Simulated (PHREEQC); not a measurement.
Consider water at 25 °C with 0.24 mol/kgw CdSO4 and 0.0048 mol/kgw H2SO4. It is in equilibrium with CO2 at log p = -3.4 (atm). Otherwise closed; pH follows from the charge balance.

All values are PHREEQC results (ion-association model, phreeqc.dat), not measurements.

```json
{
  "pH": "2.48",
  "ionic_strength": "0.410 mol/kgw",
  "density": "1.046 g/cm³",
  "total_alkalinity": "-9.60 meq/kg"
}
```

| species | molality | activity | log γ |
|---|---|---|---|
| Cd+2 | 0.102 | 0.0289 | -0.545 |
| CdSO4 | 0.0916 | 0.101 | 0.041 |
| SO4-2 | 0.0543 | 0.0121 | -0.653 |
| Cd(SO4)2-2 | 0.0468 | 0.0133 | -0.545 |
| HSO4- | 0.00531 | 0.00388 | -0.136 |
| H+ | 0.00429 | 0.00331 | -0.113 |
| CO2 | 1.23e-5 | 1.36e-5 | 0.041 |

No solid was allowed to form.
